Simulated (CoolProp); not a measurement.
The fluoroketone C6F12O (FK-5-1-12) along the isotherm 500 K: fugacity coefficient from the reference equation and from simpler models built on Tc = 441.8 K, pc = 18.69 bar, ω = 0.471; each cubic takes its own stable root.

Computed with CoolProp (reference Helmholtz-energy equation of state, McLinden 2015).

| p (bar) | phase | reference | van der Waals | Soave-Redlich-Kwong |
|---|---|---|---|---|
| 0.591 | gas | 0.9930 | 0.9931 | 0.9934 |
| 0.92 | gas | 0.9892 | 0.9892 | 0.9898 |
| 1.43 | gas | 0.9832 | 0.9833 | 0.9841 |
| 2.23 | gas | 0.9740 | 0.9740 | 0.9753 |
| 3.47 | gas | 0.9597 | 0.9596 | 0.9617 |
| 5.41 | gas | 0.9378 | 0.9371 | 0.9407 |
| 8.42 | gas | 0.9045 | 0.9024 | 0.9087 |
| 13.1 | gas | 0.8541 | 0.8488 | 0.8604 |
| 20.4 | supercritical | 0.7786 | 0.7649 | 0.7883 |
| 31.8 | supercritical | 0.6693 | 0.6333 | 0.6861 |
| 49.5 | supercritical | 0.5402 | 0.5070 | 0.5698 |
| 77.1 | supercritical | 0.4423 | 0.4322 | 0.4812 |
| 120 | supercritical | 0.3911 | 0.4115 | 0.4366 |
| 187 | supercritical | 0.3924 | 0.4637 | 0.4465 |
